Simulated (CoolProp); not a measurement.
Vapour pressure (MPa) of benzene: the reference equation beside estimates from Tc = 562.0 K, pc = 4.906 MPa, ω = 0.211.

Model: reference Helmholtz-energy equation of state, Thol 2012, in CoolProp.

```tsv
T (K)	reference	Lee-Kesler	Redlich-Kwong
294	0.01045	0.01043	0.02029
298.9	0.01314	0.01309	0.02506
303.8	0.01638	0.01629	0.03068
308.7	0.02025	0.02011	0.03726
313.5	0.02474	0.02454	0.04474
318.4	0.03012	0.02986	0.05354
323.3	0.03641	0.03609	0.06364
328.2	0.04372	0.04333	0.07515
333.1	0.05216	0.05170	0.08821
338	0.06185	0.06133	0.1030
342.8	0.07268	0.07210	0.1191
347.7	0.08522	0.08460	0.1376
352.6	0.09942	0.09876	0.1581
357.5	0.1154	0.1147	0.1809
```

Absolute difference from the reference over all 14 rows, mean and median: Lee-Kesler 0.7 and 0.8 %, Redlich-Kwong 74.2 and 73.3 %.
